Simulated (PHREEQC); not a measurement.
Make-up at 70 °C: 130 mmol/kgw NH3, 0.32 mmol/kgw CsF and 2.6 mmol/kgw Na2HPO4. Closed to the air; pH follows from the charge balance.

All values are PHREEQC results (ion-association model, wateq4f.dat), not measurements.

No solid was allowed to form.

Question: What pH does the model give?

Answer: pH 9.98.

Question: In which forms is P present?

Answer: HPO4-2 98 %, PO4-3 1.6 %, NaHPO4- 0.6 % of the P.

H3PO4, which wateq4f.dat lacks, is added to it with the constant of phreeqc.dat. At this temperature some constants are extrapolated from 25 °C, and those without enthalpy data are left unchanged.
